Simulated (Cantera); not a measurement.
Feed: 1 mol Fe₂O₃, a varied amount of CO, 0.34 mol N₂, at 1925 °C and 1.00 bar.

Cantera equilibrium calculation (NASA polynomials, part measured and part estimated; ideal gas, pure solids and liquids). Candidate condensed phases: C, Fe, Fe(CO)₅, FeO, Fe₂O₃, Fe₃O₄; 27 gas species. Each liquid is taken as pure. Mutual solubility and eutectic melting of coexisting phases are not modelled. The tables' stoichiometric FeO is somewhat more stable than real wüstite, so its field is too wide. FeO: taken at fixed stoichiometry. Equilibrium is a limit: real reactors are often held back by kinetics, nucleation or transport.

### Question
Which condensed phases are stable at each of these points (n(CO) (mol)): 2, 3.6, 5.2, 6.8, 8.4, 10, 12, 13, 15, 16, 18, 20?

### Answer
```json
[
 {"n(CO) (mol)": "2", "condensed phases": "FeO(l)", "Fe condensed (%)": "100.0"},
 {"n(CO) (mol)": "3.6", "condensed phases": "FeO(l)", "Fe condensed (%)": "99.9"},
 {"n(CO) (mol)": "5.2", "condensed phases": "FeO(l)", "Fe condensed (%)": "99.7"},
 {"n(CO) (mol)": "6.8", "condensed phases": "FeO(l)", "Fe condensed (%)": "99.5"},
 {"n(CO) (mol)": "8.4", "condensed phases": "FeO(l)", "Fe condensed (%)": "99.2"},
 {"n(CO) (mol)": "10", "condensed phases": "FeO(l)", "Fe condensed (%)": "98.9"},
 {"n(CO) (mol)": "12", "condensed phases": "FeO(l)", "Fe condensed (%)": "98.3"},
 {"n(CO) (mol)": "13", "condensed phases": "Fe(l) + FeO(l)", "Fe condensed (%)": "98.2"},
 {"n(CO) (mol)": "15", "condensed phases": "Fe(l) + FeO(l)", "Fe condensed (%)": "97.9"},
 {"n(CO) (mol)": "16", "condensed phases": "Fe(l) + FeO(l)", "Fe condensed (%)": "97.7"},
 {"n(CO) (mol)": "18", "condensed phases": "Fe(l) + FeO(l)", "Fe condensed (%)": "97.5"},
 {"n(CO) (mol)": "20", "condensed phases": "Fe(l) + FeO(l)", "Fe condensed (%)": "97.2"}
]
```

From 2 mol CO to 12 mol CO the condensed part is FeO(l). From 13 mol CO to 20 mol CO the condensed part is Fe(l) + FeO(l).
